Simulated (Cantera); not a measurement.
Input (Python, Cantera) and output of one run.

```python
import numpy as np
import cantera as ct

gas_names = """
    C CN CO CO2 C2 CCN CNC C2N2 C2O C3 C3O2 C4 C4N2 C5 N NCO NO NO2 NO3 N2 N2O O O2 O3 Si SiC SiC2 SiN
    SiO SiO2 Si2 Si2C Si2N Si3
""".split()
cond_names = """
    C(gr) Si(cr) Si(L) SiC(b) SiO2(Lqz) SiO2(hqz) SiO2(L) Si2N2O(s) Si3N4(a)
""".split()


# ... load() reads the species with a 1 bar reference pressure and builds the phases ...
atoms = {
    'SiO2': {'Si': 1, 'O': 2},
    'C': {'C': 1},
    'N2': {'N': 2},
}
top_T = {'C(gr)': 4500, 'SiC(b)': 3050, 'Si2N2O(s)': 2100, 'Si3N4(a)': 2400}  # K; cautious upper limits of use, not melting points


# ... equilibrate(T, P, feed) seeds the gas with the atoms and calls Mixture.equilibrate('TP', solver="vcs", rtol=1e-11, max_steps=5000) ...
results = []
T = 2475  # K
P = 61  # Pa
for m in [0.69, 0.85, 1, 1.3, 1.6, 2, 2.4, 3, 3.6, 4.5, 5.5]:
    feed = {'SiO2': 1, 'C': m, 'N2': 0.29}  # mol
    mix = equilibrate(T, P, feed)
    results.append((T, P, feed, dict(zip(mix.species_names, mix.species_moles))))

top = {s: max(r[3][s] / sum(r[3][g] for g in gas_names) for r in results) for s in gas_names}
cols = sorted((s for s in top if top[s] > 0.0001), key=lambda s: -top[s])[:9]
seen = [c for c in cond_names if any(r[3].get(c, 0) > 1e-12 for r in results)]
print("log10 of partial pressures in bar; condensed amounts in mol")
print(f"{'n(C)':>10s}" + "".join(f"{s[:9]:>10s}" for s in cols + seen))
for T, P, feed, n in results:
    ng = sum(n[g] for g in gas_names)
    print(f"{feed['C']:10.4g}" + "".join(f"{np.log10(max(n[s] / ng * P / 1e5, 1e-99)):10.3f}" for s in cols)
          + "".join(f"{n.get(c, 0):10.4g}" for c in seen))
```

Result:

```
log10 of partial pressures in bar; condensed amounts in mol
      n(C)        CO       SiO        Si        N2         O      SiC2       CO2        O2      Si2C     C(gr)
      0.69    -3.757    -3.554    -9.352    -4.095    -4.366   -26.270    -4.738    -4.946   -24.675         0
      0.85    -3.657    -3.564    -9.069    -4.103    -4.659   -25.201    -4.931    -5.531   -23.716         0
         1    -3.575    -3.575    -6.753    -4.112    -6.985   -18.067    -7.176   -10.185   -16.675         0
       1.3    -3.514    -3.783    -4.152    -4.166    -9.795    -9.726    -9.924   -15.803    -8.602         0
       1.6    -3.471    -4.073    -3.899    -4.213   -10.338    -8.301   -10.425   -16.890    -7.511         0
         2    -3.433    -5.179    -3.755    -4.265   -11.587    -5.582   -11.636   -19.389    -5.936         0
       2.4    -3.430    -5.867    -3.842    -4.270   -12.189    -4.460   -12.234   -20.591    -5.505  0.008663
         3    -3.430    -5.867    -3.842    -4.270   -12.189    -4.460   -12.234   -20.591    -5.505    0.6087
       3.6    -3.430    -5.867    -3.842    -4.270   -12.189    -4.460   -12.234   -20.591    -5.505     1.209
       4.5    -3.430    -5.867    -3.842    -4.270   -12.189    -4.460   -12.234   -20.591    -5.505     2.109
       5.5    -3.430    -5.867    -3.842    -4.270   -12.189    -4.460   -12.234   -20.591    -5.505     3.109
```

These are equilibrium values from Cantera (NASA tables, ideal gas, pure condensed phases), not measurements of a reactor. The tables' values for SiO2, SiN are old estimates; treat these amounts as uncertain.
